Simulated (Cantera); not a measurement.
A closed system holds: 1 mol Si2Cl6, 0.55 mol N2, 18 mol H2, at 1325 K and 1.00 Torr.

Equilibrium computed with Cantera from the NASA thermochemical tables; the gas is ideal and each condensed phase is pure. Candidate condensed phases: NH4Cl, Si, Si3N4; 28 gas species. The feed counts by its element totals alone. N2 is the only nitrogen source here; it is nearly inert below about 1500 K, so the nitride shown seldom forms there in practice. The tables' values for SiCl3 are old estimates; treat these amounts as uncertain. Kinetics and transport are ignored.

Base state: H2 0.776, HCl 0.163, SiCl2 0.0539, SiCl3 0.00327, N2 0.00165, SiCl4 0.00108, SiHCl3 0.000263, H 3.95e-5 (mole fractions); condensed: Si3N4(s).

Question: What changes in the equilibrium state with this change: Si2Cl6 replaced by SiCl4?

Answer: 
```
species          before     after
-------------  --------  --------
H2                0.776     0.815
HCl               0.163     0.158
SiCl2            0.0539    0.0180
N2              0.00165   0.00717
SiCl4           0.00108  0.000322
SiCl3           0.00327   0.00103
SiHCl3         0.000263   8.50e-5
Si3N4(s), mol     0.258     0.203
```

Question: What changes in the equilibrium state with this change: pressure from 1.00 Torr to 4.43 Torr?

Answer: 
| species | before | after |
|---|---|---|
| H2 | 0.776 | 0.783 |
| HCl | 0.163 | 0.159 |
| SiCl2 | 0.0539 | 0.0464 |
| N2 | 0.00165 | 0.000427 |
| SiH2Cl2 | 9.17e-6 | 3.52e-5 |
| SiHCl3 | 0.000263 | 0.000976 |
| SiCl4 | 0.00108 | 0.00388 |
| H | 3.95e-5 | 1.88e-5 |
| Si3N4(s), mol | 0.258 | 0.271 |
